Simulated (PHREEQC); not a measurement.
KOH is added in steps, without added water, to 1 kg of water holding 1.2 mol/kgw LiCl, 4.7 mol/kgw CaCl2 and 0.089 mol/kgw NaCl, at 25 °C. The system is closed to CO2. Solids allowed: Halite, Portlandite, Sylvite. Others were left out.

Base run: PHREEQC, Pitzer model, pitzer.dat. Each further column changes one thing. The table gives pH.

```tsv
KOH added (mol)	base	database wateq4f.dat
0	4.40	5.36
0.4219	10.12	10.30
0.9281	10.21	10.59
1.35	10.28	10.62
1.772	10.36	10.65
2.278	10.45	10.68
2.7	10.52	10.71
```

In brines, pH and single-ion activities rest on the MacInnes convention. The ionic strength passes 0.7 mol/kgw, the rough limit of the ion-association models, in part of: database wateq4f.dat. pitzer.dat has no redox and few complexes: it carries them in its interaction parameters. Solids allowed in the column 'database wateq4f.dat': Portlandite, Halite.
